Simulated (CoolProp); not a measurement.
Values from CoolProp's reference Helmholtz-energy equation of state, Schroeder 2014.

For ethanol, give the phase and the speed of sound (m/s), Joule-Thomson coefficient (K/MPa), viscosity (µPa s), conductivity (mW/(m K)) at 615.6 K and 0.89 bar; 589.3 K and 368 bar.


- 615.6 K and 0.89 bar: gas; speed of sound 346, Joule-Thomson coefficient 4.44, viscosity 18.0, conductivity 53.0
- 589.3 K and 368 bar: supercritical; speed of sound 586, Joule-Thomson coefficient 0.364, viscosity 73.2, conductivity 143

Viscosity comes from a separate model (Kiselev 2005). Thermal conductivity comes from a separate model (Assael 2013).
